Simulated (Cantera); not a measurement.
**Equilibrium for hydrogen reduction and annealing atmospheres: FeS + H2 + N2**

Input: 1 mol FeS, 0.39 mol H2, 0.74 mol N2, at 52.0 mbar.

Cantera equilibrium calculation (NASA polynomials, part measured and part estimated; ideal gas, pure solids and liquids). Candidate condensed phases: Fe, FeS, FeS2, S; 16 gas species. Metal and sulfide melt together well below either melting point, which pure phases cannot show. Mutual solubility and eutectic melting of coexisting phases are not modelled. FeS: taken at fixed stoichiometry. Gases not in the tables: S3 to S7. Equilibrium is a limit: real reactors are often held back by kinetics, nucleation or transport.

```
T (K)   x N2   x H2     x H2S      x S2   n Fe(α)  n FeS(s)  n Fe(γ)  n FeS(l)
-----  -----  -----  --------  --------  --------  --------  -------  --------
923    0.655  0.345  0.000197  5.61e-11  0.000223     1.000        0         0
998    0.655  0.345  0.000373   1.17e-9  0.000422     1.000        0         0
1073   0.655  0.344  0.000653   1.63e-8  0.000738     0.999        0         0
1148   0.655  0.344   0.00107   1.65e-7   0.00121     0.999        0         0
1223   0.655  0.343   0.00165   1.25e-6         0     0.998  0.00187         0
1298   0.655  0.343   0.00241   7.52e-6         0     0.997  0.00275         0
1373   0.655  0.342   0.00336   3.67e-5         0     0.996  0.00392         0
1448   0.655  0.341   0.00449  0.000150         0     0.994  0.00552         0
1523   0.654  0.340   0.00525  0.000434         0         0  0.00716     0.993
1598   0.654  0.338   0.00589   0.00107         0         0  0.00959     0.990
```
x: gas mole fraction; n: condensed amount in mol.

From 923 K to 1148 K the condensed part is Fe(α) + FeS(s). From 1223 K to 1448 K the condensed part is Fe(γ) + FeS(s). From 1523 K to 1598 K the condensed part is Fe(γ) + FeS(l).
